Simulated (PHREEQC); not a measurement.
Na2CO3 is added in steps, without added water, to 1 kg of water holding 9.4 mmol/kgw NaHCO3 and 0.12 mmol/kgw NaF, at 25 °C. O2 is buffered at 0.21 atm. No CO2 enters from the air. No solid was allowed to form.

Base run: PHREEQC, ion-association model, wateq4f.dat. Each further column changes one thing. The table gives NaCO3- (mol/kgw).

| Na2CO3 added (mol) | base | NaF from 0.00012 to 0.0006 mol/kgw | diluted 10-fold with water | 0.0027 mol/kgw KOH added | solids may form |
|---|---|---|---|---|---|
| 0 | 1.15e-5 | 1.20e-5 | 1.36e-7 | ? | 1.15e-5 |
| 0.00095 | 0.000113 | 0.000117 | 3.18e-5 | ? | 0.000113 |
| 0.002375 | 0.000321 | 0.000329 | 0.000141 | 0.000638 | 0.000321 |
| 0.0038 | 0.000573 | 0.000584 | 0.000310 | ? | 0.000573 |
| 0.00475 | 0.000761 | 0.000775 | ? | 0.00113 | 0.000761 |
| 0.0057 | 0.000965 | 0.000980 | 0.000610 | 0.00135 | 0.000965 |
| 0.007125 | 0.00130 | 0.00131 | 0.000881 | ? | 0.00130 |
| 0.00855 | 0.00166 | 0.00168 | ? | 0.00208 | 0.00166 |
| 0.0095 | 0.00191 | 0.00193 | ? | 0.00235 | 0.00191 |

Problem. Fill in the missing entries.

Solution. 
- 0, 0.0027 mol/kgw KOH added: 0.000257
- 0.00095, 0.0027 mol/kgw KOH added: 0.000395
- 0.0038, 0.0027 mol/kgw KOH added: 0.000920
- 0.00475, diluted 10-fold with water: 0.000450
- 0.007125, 0.0027 mol/kgw KOH added: 0.00170
- 0.00855, diluted 10-fold with water: 0.00119
- 0.0095, diluted 10-fold with water: 0.00141

 Solids allowed in the column 'solids may form': Nahcolite, Natron.
